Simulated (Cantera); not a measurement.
# Stirred combustor or abatement burner

A perfectly stirred reactor is fed with CH4 : H2 : O2 : N2 = 1 : 0.5 : 2.05 : 22.5 (molar parts), equivalence ratio 1.1, at 29000 Pa; it is adiabatic with a 575 K inlet, and is followed from long to short residence time, starting on the burning branch (τ in s: 0.12, 0.06, 0.03, 0.015, 0.0076, 0.0038, 0.0019, 0.00096, 0.00048, 0.00024, 0.00012, 6e-05).

Model: GRI-Mech 3.0 (53 species, 325 reactions), integrated in Cantera.

```tsv
τ (s)	T (K)	x CH4	x H2	x O2	x C2H4	x H2O	x C2H2	x HCO
0.12	1468	2.80e-5	0.00838	0.000751	2.56e-8	0.0863	9.30e-8	1.21e-7
0.060	1457	4.35e-5	0.00861	0.00116	4.37e-8	0.0857	1.26e-7	2.18e-7
0.030	1443	7.07e-5	0.00890	0.00175	8.19e-8	0.0848	1.86e-7	3.94e-7
0.015	1424	0.000122	0.00926	0.00259	1.72e-7	0.0839	3.02e-7	7.23e-7
0.0076	1401	0.000226	0.00968	0.00389	4.25e-7	0.0828	5.51e-7	1.35e-6
0.0038	1364	0.000522	0.0104	0.00650	1.59e-6	0.0814	1.31e-6	2.76e-6
0.0019	575	0.0384	0.0192	0.0787	<1e-12	<1e-12	<1e-12	<1e-12
0.00096	575	0.0384	0.0192	0.0787	<1e-12	<1e-12	<1e-12	<1e-12
0.00048	575	0.0384	0.0192	0.0787	<1e-12	<1e-12	<1e-12	<1e-12
0.00024	575	0.0384	0.0192	0.0787	<1e-12	<1e-12	<1e-12	<1e-12
0.00012	575	0.0384	0.0192	0.0787	<1e-12	<1e-12	<1e-12	<1e-12
6.0e-5	575	0.0384	0.0192	0.0787	<1e-12	<1e-12	<1e-12	<1e-12
```
x: mole fraction; the columns are a selection and need not sum to one.
